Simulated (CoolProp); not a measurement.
Properties of the fluoroketone C6F12O (FK-5-1-12) along the isotherm 226.85 °C (Tc = 168.7 °C, pc = 1869 kPa, ω = 0.471).

Values from CoolProp's reference Helmholtz-energy equation of state, McLinden 2015.

| p (kPa) | phase | density (kg/m³) | cv (kJ/(kg K)) |
|---|---|---|---|
| 29.6 | gas | 2.258 | 1.038 |
| 60.7 | gas | 4.648 | 1.039 |
| 125 | gas | 9.645 | 1.039 |
| 256 | gas | 20.07 | 1.041 |
| 526 | gas | 42.67 | 1.044 |
| 1080 | gas | 94.61 | 1.051 |
| 2220 | supercritical | 237.9 | 1.068 |
| 4550 | supercritical | 699.7 | 1.082 |
| 9350 | supercritical | 1011 | 1.066 |
